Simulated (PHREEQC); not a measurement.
Solution (20 °C): 0.019 mol/kgw H3BO3, 3.2e-05 mol/kgw K2HPO4 and 0.0013 mol/kgw NaCl. Closed to the air; pH follows from the charge balance.

Computed with PHREEQC (ion-association model, phreeqc.dat).

Each row changes one thing in this solution. This is a speciation only: nothing precipitates in the calculation.

```csv
case,pH,H2BO3- (mol/kgw),H2PO4- (mol/kgw),HPO4-2 (mol/kgw),NaHPO4- (mol/kgw),H3PO4 (mol/kgw),SI of Halite (NaCl),SI of Sylvite (KCl)
as made,6.42,2.75e-5,2.71e-5,4.89e-6,1.05e-8,1.36e-9,-7.37,-7.99
H3BO3 from 0.019 to 0.095 mol/kgw,5.79,3.24e-5,3.07e-5,1.30e-6,2.81e-9,6.55e-9,-7.37,-7.99
NaCl from 0.0013 to 0.00117 mol/kgw,6.42,2.75e-5,2.71e-5,4.88e-6,9.53e-9,1.36e-9,-7.46,-8.03
K2HPO4 from 3.2e-05 to 6.4e-05 mol/kgw,6.67,4.86e-5,4.84e-5,1.55e-5,3.33e-8,1.37e-9,-7.37,-7.69
```
